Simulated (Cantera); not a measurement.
An adiabatic, constant-volume homogeneous reactor starts with 5.66 % CH₄, 1.19 % C₂H₆, 19.6 % O₂, 73.6 % N₂, equivalence ratio 0.79, at 1500 K and 3750 Torr.

Cantera simulation using GRI-Mech 3.0 (53 species, 325 reactions); the numbers are that mechanism's predictions, not measurements.

Problem. Predict: time of steepest temperature rise; temperature at 0.600 s; equilibrium temperature; x(O₂) at 0.600 s; x(H₂O) at 0.600 s; x(H) at 0.600 s.

Solution. 
```json
{
 "time_of_steepest_temperature_rise": "47.6 µs",
 "temperature at 0.600 s": "2944 K",
 "equilibrium_temperature": "2944 K",
 "x(O₂) at 0.600 s": "0.0391 (gas-phase equilibrium 0.0391)",
 "x(H₂O) at 0.600 s": "0.125 (gas-phase equilibrium 0.125)",
 "x(H) at 0.600 s": "0.00361 (gas-phase equilibrium 0.00361)"
}
```
